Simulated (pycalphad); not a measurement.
All values are pycalphad results on the COST 507 light-alloy database (1999) (1 atm), not direct measurements. These are 1990s assessments: newer ones move some temperatures and phases. Phase fractions are per mole of atoms.

### Question
Give the equilibrium state of Si-36C (at.%) at 1900 K.

### Answer
CSI, fraction 0.720, with 50.0 C at.%; liquid, fraction 0.280, with 0.02 C at.%.

### Question
Give the equilibrium state of Si-36C (at.%) at 1300 K.

### Answer
CSI, fraction 0.720, with 50.0 C at.%; diamond (Si), fraction 0.280, with <0.01 C at.%.

Database names, with the compositions (at.%) that they take in these runs: CSI: Si 50 C 50.
